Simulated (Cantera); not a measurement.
**SiCl4 + Cl2 + H2 (chlorosilane synthesis and conversion)**

Feed: 1 mol SiCl4, a varied amount of Cl2, 1.4 mol H2, equilibrated at 973 K and 2.10 bar.

These are equilibrium values from Cantera (NASA tables, ideal gas, pure condensed phases), not measurements of a reactor. Candidate condensed phases: Si; 19 gas species. The tables' values for SiCl3 are old estimates; treat these amounts as uncertain. Rates play no part.

| n(Cl2) (mol) | x HCl | x SiCl4 | x H2 | x Cl2 | x SiHCl3 |
|---|---|---|---|---|---|
| 0.5 | 0.347 | 0.343 | 0.309 | 6.13e-12 | 0.00172 |
| 0.72 | 0.462 | 0.320 | 0.217 | 1.55e-11 | 0.000843 |
| 0.93 | 0.559 | 0.300 | 0.141 | 3.50e-11 | 0.000424 |
| 1.2 | 0.667 | 0.278 | 0.0554 | 1.26e-10 | 0.000130 |
| 1.4 | 0.737 | 0.263 | 2.99e-6 | 2.86e-6 | 6.00e-9 |
| 1.6 | 0.700 | 0.250 | 1.54e-10 | 0.0500 | <1e-12 |
| 1.8 | 0.667 | 0.238 | 7.36e-11 | 0.0952 | <1e-12 |
| 2 | 0.636 | 0.227 | 4.68e-11 | 0.136 | <1e-12 |
| 2.2 | 0.609 | 0.217 | 3.36e-11 | 0.174 | <1e-12 |
x: gas mole fraction; nothing condenses.

From 0.5 mol Cl2 to 2.2 mol Cl2 nothing is condensed. The main Si-bearing gas is SiCl4 throughout.
